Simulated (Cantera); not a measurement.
Input: 1 mol SiH4, 0.13 mol C2H2, 5 mol H2, at 1673 K and 13300 Pa.

Method: chemical equilibrium by Gibbs-energy minimisation in Cantera with the NASA 1993 tables (ideal gas, pure condensed phases). Candidate condensed phases: C, C6H6, C7H8, C8H18, Si, SiC; 87 gas species. Mutual solubility and eutectic melting of coexisting phases are not modelled. Gases not in the tables: Si2H6 and higher silanes. Rates play no part.

Base state: H2 1.000, H 0.000312, SiH2 1.10e-5 (mole fractions); condensed: Si(s) + SiC(s).

**Question.** What changes in the equilibrium state with this change: temperature from 1673 K to 2348 K?

**Answer.** 
```json
[
 {"species": "H2", "before": "1.000", "after": "0.953"},
 {"species": "H", "before": "0.000312", "after": "0.0330"},
 {"species": "Si", "before": "3.13e-6", "after": "0.0106"},
 {"species": "Si2C", "before": "1.60e-8", "after": "0.000996"},
 {"species": "SiC2", "before": "<1e-9", "after": "4.61e-5"},
 {"species": "Si(s), mol", "before": "0.740", "after": "0"},
 {"species": "SiC(s), mol", "before": "0.260", "after": "0.250"},
 {"species": "Si(l), mol", "before": "0", "after": "0.640"}
]
```
